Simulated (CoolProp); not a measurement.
A simple Rankine cycle with n-perfluoropentane: condensing at 289.15 K, boiler at 1.47 MPa, turbine inlet 418.6 K, turbine efficiency 0.6, pump efficiency 0.7, no recuperator. Each further row changes one setting.

Values from CoolProp's reference Helmholtz-energy equation of state, Gao 2022.

```tsv
case	thermal efficiency (%)	net work (kJ/kg)	heat in (kJ/kg)	turbine exit temperature (K)	volume ratio over the turbine
as stated	9.4	18.1	193	382.4	32.6
turbine inlet 438.6 K	9.1	19.7	216	404.8	29.6
condensing temperature 281.15 K	10.0	20.2	202	380.0	45.6
boiler pressure 1.03 MPa	8.6	17.2	200	390.4	19.7
turbine efficiency 0.5	7.7	14.9	193	385.9	32.9
```
